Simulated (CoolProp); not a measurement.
The fluid at 298.15 K and 2.44 MPa is throttled through a valve to 0.897 MPa with no heat exchange. The same conditions are run with several fluids, on thermodynamics alone (safety and materials aside).

Model: reference Helmholtz-energy equation of state of each fluid (carbonyl sulfide: Lemmon 2006; hexamethyldisiloxane (MM): Thol 2016; o-xylene: Zhou 2012; R152A: Outcalt 1996; R115: Lemmon 2016), in CoolProp.

Problem. Rank carbonyl sulfide, hexamethyldisiloxane (MM), o-xylene, R152A, R115 by temperature change (K), highest first.

Solution. o-xylene (+0.7), hexamethyldisiloxane (MM) (+0.6), R152A (+0.2), R115 (-0.3), carbonyl sulfide (-13.7)

```csv
fluid,final phase,final density (kg/m³)
carbonyl sulfide,"two-phase, vapour fraction 0.071",275
hexamethyldisiloxane (MM),liquid,760
o-xylene,liquid,876
R152A,liquid,900
R115,"two-phase, vapour fraction 0.001",1260
```
